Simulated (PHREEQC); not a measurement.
Model water analysis in mg/kgw, 25 °C, pH 8.8, pe 9.6:

| constituent | mg/kgw |
|---|---|
| Na | 7.81 |
| K | 0.0124 |
| Ca | 8.86 |
| Mg | 5.64 |
| Cl | 23 |
| S(6) as SO4 | 6.5 |
| Alkalinity as HCO3 | 27 |
| Pb | 0.238 |

Valence states are taken as typed.

All values are PHREEQC results (ion-association model, phreeqc.dat), not measurements.

Precipitation was switched off in this run.

Question: What specific conductance, charge-balance error does the model give?

Answer: specific conductance 140 µS/cm; charge-balance error 0.9 %.

Question: In which forms is S present?

Answer: SO4-2 94 %, MgSO4 3.5 %, CaSO4 2.5 % of the S.

The solution is supersaturated, for example in Pb(OH)2, so a real one may precipitate; this is no full list.
